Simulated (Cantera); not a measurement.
A freely propagating, adiabatic, planar premixed flame of 27.4 % H₂, 10.5 % O₂, 43.2 % N₂, 18.9 % H₂O, equivalence ratio 1.3, unburnt at 350 K and 0.220 bar; multicomponent transport, grid criteria slope 0.08 and curve 0.16, no radiation.

Model: the H2/O2 subset of GRI-Mech 3.0, which has no nitrogen chemistry, integrated in Cantera. Burning velocities carry a grid error of a few per cent, more on coarse grids.

**Question.** Predict: laminar burning velocity; thermal thickness; peak x(O); peak x(HO₂); peak x(OH).

**Answer.** 
- laminar burning velocity: 195 cm/s
- thermal thickness: 2.18 mm
- peak x(O): 0.00362
- peak x(HO₂): 0.000231
- peak x(OH): 0.00628
